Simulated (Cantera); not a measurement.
## Fluorocarbon and chlorocarbon gases: CF₄ + F₂ + CH₄

Charge: 1 mol CF₄, 0.13 mol F₂, 0.027 mol CH₄, at 8.30 Pa.

Equilibrium computed with Cantera from the NASA thermochemical tables; the gas is ideal and each condensed phase is pure. Candidate condensed phases: C, C₆H₆, C₇H₈, C₈H₁₈; 95 gas species. Gases not in the tables: C₂F₆ and larger saturated fluorocarbons. Rates play no part.

| T (°C) | x F | x CF₄ | x CF₂ | x C | x HF | x C₃ | x CF | x H | x C₂ | n C(graphite) |
|---|---|---|---|---|---|---|---|---|---|---|
| 1577 | 0.300 | 0.494 | 0.134 | 3.98e-9 | 0.0666 | 2.79e-10 | 0.000223 | 1.65e-7 | 6.47e-11 | 0 |
| 1727 | 0.623 | 0.0529 | 0.281 | 3.67e-7 | 0.0367 | 3.34e-7 | 0.00289 | 7.71e-7 | 2.82e-8 | 0.0245 |
| 1877 | 0.847 | 0.000884 | 0.115 | 7.41e-6 | 0.0284 | 1.03e-5 | 0.00781 | 5.20e-6 | 8.93e-7 | 0.553 |
| 2027 | 0.921 | 1.21e-5 | 0.0365 | 0.000101 | 0.0262 | 0.000201 | 0.0154 | 3.81e-5 | 1.79e-5 | 0.810 |
| 2177 | 0.933 | 2.18e-7 | 0.0117 | 0.000994 | 0.0253 | 0.00271 | 0.0260 | 0.000241 | 0.000247 | 0.827 |
| 2327 | 0.896 | 5.08e-9 | 0.00386 | 0.00752 | 0.0232 | 0.0267 | 0.0393 | 0.00124 | 0.00251 | 0.425 |
| 2477 | 0.859 | 1.07e-10 | 0.000867 | 0.0279 | 0.0186 | 0.0471 | 0.0345 | 0.00460 | 0.00741 | 0 |
| 2627 | 0.843 | 2.71e-12 | 0.000176 | 0.0678 | 0.0113 | 0.0327 | 0.0234 | 0.0109 | 0.0110 | 0 |
| 2777 | 0.816 | <1e-12 | 3.37e-5 | 0.125 | 0.00484 | 0.0135 | 0.0134 | 0.0163 | 0.0108 | 0 |
| 2927 | 0.797 | <1e-12 | 5.82e-6 | 0.167 | 0.00179 | 0.00270 | 0.00626 | 0.0186 | 0.00619 | 0 |
| 3077 | 0.792 | <1e-12 | 1.01e-6 | 0.183 | 0.000682 | 0.000368 | 0.00265 | 0.0195 | 0.00263 | 0 |
| 3227 | 0.790 | <1e-12 | 1.96e-7 | 0.187 | 0.000276 | 5.06e-5 | 0.00115 | 0.0198 | 0.00108 | 0 |
x: gas mole fraction; n: condensed amount in mol.

At 1577 °C nothing is condensed. From 1727 °C to 2327 °C the condensed part is C(graphite). From 2477 °C to 3227 °C nothing is condensed. The main C-bearing gas is CF₄ at 1577 °C and C at 3227 °C.
